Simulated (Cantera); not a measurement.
## Iron carbonyl, mercury and lead vapours: PbO + N2

Feed: 1 mol PbO, 6.8 mol N2, equilibrated at 1200 °C.

Cantera equilibrium calculation (NASA polynomials, part measured and part estimated; ideal gas, pure solids and liquids). Candidate condensed phases: Pb, PbO, PbO2, Pb3O4; 12 gas species. Gases not in the tables: (PbO)n polymers. The numbers say what is thermodynamically allowed, not how fast it happens.

From 10.0 Pa to 3200 Pa nothing is condensed. From 13000 Pa to 1000000 Pa the condensed part is PbO(l).

```tsv
P (Pa)	log p N2	log p PbO	log p Pb	log p O2	log p NO	log p O	log p Pb2	log p NO2	n PbO(l)
10	-4.08	-5.39	-5.08	-5.39	-7.31	-8.25	-11.90	-11.90	0
42	-3.45	-4.61	-4.56	-4.87	-6.74	-7.99	-10.85	-11.07	0
180	-2.82	-3.86	-4.06	-4.37	-6.17	-7.74	-9.85	-10.25	0
750	-2.19	-3.16	-3.60	-3.90	-5.63	-7.50	-8.92	-9.47	0
3200	-1.56	-2.48	-3.14	-3.45	-5.08	-7.28	-8.01	-8.70	0
13000	-0.91	-2.21	-2.96	-3.27	-4.67	-7.19	-7.65	-8.20	0.593
56000	-0.26	-2.21	-2.96	-3.27	-4.35	-7.19	-7.64	-7.88	0.910
240000	0.38	-2.21	-2.95	-3.29	-4.03	-7.20	-7.63	-7.57	0.979
1000000	1.00	-2.21	-2.94	-3.31	-3.74	-7.21	-7.60	-7.29	0.995
```
log p: log10 of the partial pressure in bar; n: condensed amount in mol.
